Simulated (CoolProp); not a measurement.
Values from CoolProp's reference Helmholtz-energy equation of state, Thol 2017.

### Question
Give the vapour pressure (bar), liquid density (kg/m³), liquid cp (kJ/(kg K)), surface tension (mN/m) of saturated octamethyltrisiloxane (MDM) at 69.85, 82.95 °C.

### Answer
```csv
T (°C),p (bar),liquid density (kg/m³),liquid cp (kJ/(kg K)),surface tension (mN/m)
69.85,0.0582,769,1.89,12.7
82.95,0.103,755,1.93,11.6
```

Surface tension comes from a separate correlation (Mulero 2014), older than this fluid's equation and unchecked against measurements.
